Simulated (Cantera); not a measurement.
# Stirred combustor or abatement burner

A perfectly stirred reactor is fed with CH₄ : O₂ : N₂ = 1 : 2.44 : 9.17 (molar parts), at 3750 Torr; it is adiabatic with a 648 K inlet, and is followed from long to short residence time, starting on the burning branch (τ in s: 0.036, 0.02, 0.011, 0.0058, 0.0032, 0.0017, 0.00094, 0.00051, 0.00028, 0.00015, 8.2e-05).

Computed with Cantera and GRI-Mech 3.0 (53 species, 325 reactions).

```
τ (s)    T (K)     x CH₄    x O₂    x C₂H₄     x OH  x H₂O   x CH₂CO    x C₂H₆
-------  -----  --------  ------  --------  -------  -----  --------  --------
0.036     2273   1.93e-6  0.0340  5.94e-11  0.00360  0.156  2.07e-10  1.81e-12
0.020     2273   3.38e-6  0.0344  1.80e-10  0.00367  0.156  4.03e-10  5.49e-12
0.011     2272   5.91e-6  0.0347  5.38e-10  0.00377  0.155  8.31e-10  1.65e-11
0.0058    2268   1.06e-5  0.0350   1.64e-9  0.00395  0.155   1.89e-9  5.14e-11
0.0032    2263   1.76e-5  0.0354   4.27e-9  0.00419  0.155   4.21e-9  1.38e-10
0.0017    2252   2.94e-5  0.0359   1.07e-8  0.00456  0.154   9.87e-9  3.66e-10
0.00094   2238   4.62e-5  0.0365   2.29e-8  0.00503  0.153   2.15e-8  8.43e-10
0.00051   2217   7.25e-5  0.0375   4.66e-8  0.00561  0.152   4.63e-8   1.90e-9
0.00028   2190  0.000113  0.0387   8.95e-8  0.00623  0.151   9.50e-8   4.14e-9
0.00015   2153  0.000181  0.0405   1.77e-7  0.00682  0.149   1.97e-7   9.58e-9
8.2e-5    2108  0.000295  0.0429   3.60e-7  0.00724  0.146   4.05e-7   2.34e-8
```
x: mole fraction; the columns are a selection and need not sum to one.
